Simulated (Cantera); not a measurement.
What does this Cantera script print?

```python
import numpy as np
import cantera as ct

gas = ct.Solution("h2o2.yaml")
gas.TPX = 1373, 150, {'H2': 0.011, 'O2': 1}
reactor = ct.IdealGasConstPressureReactor(gas, energy="off", clone=False)
net = ct.ReactorNet([reactor])
net.rtol, net.atol = 1e-08, 1e-18
show = ['H2', 'O2', 'O', 'HO2', 'H2O']
times = np.geomspace(6e-06, 100, 9)

steps = ct.SolutionArray(gas, extra=["t"])
rows = []
print(f"{'t/s':>10s}{'T/K':>9s}{'P/Pa':>11s}" + "".join(f"{s:>11s}" for s in show))
for t in times:
    while net.time < t:
        t_next = net.step()
        steps.append(gas.state, t=t_next)
    rows.append([np.interp(t, steps.t, y) for y in (steps.T, steps.P, *steps(*show).X.T)])
    print(f"{t:10.3e}{rows[-1][0]:9.1f}{rows[-1][1]:11.4g}" + "".join(f"{x:11.3e}" for x in rows[-1][2:]))
rate = np.gradient(steps.T, steps.t)
print("integrator steps:", len(steps.t))
if steps.T.max() > steps.T[0] + 200:
    print(f"time of steepest temperature rise: {steps.t[rate.argmax()]:.4e} s")
gas.TPX = 1373, 150, {'H2': 0.011, 'O2': 1}
gas.equilibrate("TP")
print(f"equilibrium (TP): T = {gas.T:.1f} K  " + "  ".join(f"{s} {gas[s].X[0]:.3e}" for s in show))
```

Output:

```
       t/s      T/K       P/Pa         H2         O2          O        HO2        H2O
 6.000e-06   1373.0        150  1.088e-02  9.891e-01  1.811e-12  1.160e-10  1.753e-15
 4.796e-05   1373.0        150  1.088e-02  9.891e-01  1.075e-10  9.274e-10  8.442e-13
 3.834e-04   1373.0        150  1.088e-02  9.891e-01  4.269e-09  7.412e-09  2.931e-10
 3.064e-03   1373.0        150  1.088e-02  9.891e-01  9.501e-08  5.916e-08  4.894e-08
 2.449e-02   1373.0        150  1.039e-02  9.887e-01  3.153e-04  3.060e-07  3.467e-04
 1.958e-01   1373.0        150  4.685e-05  9.787e-01  9.551e-03  5.613e-08  9.976e-03
 1.565e+00   1373.0        150  4.474e-05  9.792e-01  9.096e-03  5.488e-08  1.001e-02
 1.251e+01   1373.0        150  3.187e-05  9.821e-01  6.372e-03  4.632e-08  1.021e-02
 1.000e+02   1373.0        150  6.116e-06  9.876e-01  1.176e-03  1.907e-08  1.067e-02
integrator steps: 831
equilibrium (TP): T = 1373.0 K  H2 8.448e-08  O2 9.890e-01  O 1.593e-05  HO2 1.499e-08  H2O 1.091e-02
```

Model: the H2/O2 subset of GRI-Mech 3.0, which has no nitrogen chemistry, integrated in Cantera. Radical loss at walls, strong at low pressure, is not modelled.
